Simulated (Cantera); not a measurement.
A freely propagating, adiabatic, planar premixed flame of 19.9 % H2, 16.8 % O2, 63.3 % N2, equivalence ratio 0.59, unburnt at 625 K and 1.01 bar; mixture-averaged transport, grid criteria slope 0.08 and curve 0.16, no radiation.

Detailed kinetics in Cantera: the H2/O2 subset of GRI-Mech 3.0, which has no nitrogen chemistry. Burning velocities carry a grid error of a few per cent, more on coarse grids. Lean hydrogen flames are cellular in practice and burn faster than this planar one.

x: mole fraction of selected species; z is measured from the peak of heat release.

| z (mm) | T (K) | u (m/s) | x H2 | x O2 | x OH | x O | x H2O2 | x HO2 |
|---|---|---|---|---|---|---|---|---|
| -1.29 | 625 | 4.69 | 0.199 | 0.168 | <1e-8 | <1e-8 | <1e-8 | <1e-8 |
| -0.858 | 625 | 4.69 | 0.199 | 0.168 | <1e-8 | <1e-8 | <1e-8 | <1e-8 |
| -0.643 | 625 | 4.69 | 0.198 | 0.168 | <1e-8 | <1e-8 | <1e-8 | 7.53e-8 |
| -0.429 | 625 | 4.69 | 0.198 | 0.168 | <1e-8 | 1.98e-8 | [?] | 2.85e-6 |
| -0.214 | 656 | 4.86 | 0.186 | 0.169 | 8.04e-5 | 1.56e-5 | [?] | 0.000262 |
| -0.107 | 849 | 6.14 | 0.151 | 0.165 | 0.000707 | 0.000408 | [?] | 0.000200 |
| 0 | 1197 | 8.44 | 0.0820 | 0.135 | 0.00310 | 0.00448 | [?] | 0.000108 |
| 0.107 | 1464 | 10.2 | 0.0306 | 0.0964 | 0.00783 | 0.0107 | [?] | 6.37e-5 |
| 0.214 | 1608 | 11.2 | 0.0162 | 0.0825 | 0.0105 | 0.0122 | [?] | 4.51e-5 |
| 0.429 | 1753 | 12.1 | 0.0113 | 0.0777 | 0.0120 | 0.0101 | [?] | 3.11e-5 |
| 0.858 | 1879 | 12.9 | 0.00784 | 0.0761 | 0.0117 | 0.00674 | [?] | 1.96e-5 |
| 1.72 | 1973 | 13.4 | 0.00441 | 0.0756 | 0.00982 | 0.00367 | [?] | 1.08e-5 |
| 3.43 | 2030 | 13.8 | 0.00202 | 0.0759 | 0.00711 | 0.00165 | [?] | 5.48e-6 |

### Question
Fill in the missing entries.

### Answer

- -0.429, x H2O2: 1.92e-8
- -0.214, x H2O2: 8.50e-6
- -0.107, x H2O2: 1.64e-5
- 0, x H2O2: 8.22e-6
- 0.107, x H2O2: 4.38e-6
- 0.214, x H2O2: 2.38e-6
- 0.429, x H2O2: 1.19e-6
- 0.858, x H2O2: 6.45e-7
- 1.72, x H2O2: 3.83e-7
- 3.43, x H2O2: 2.38e-7
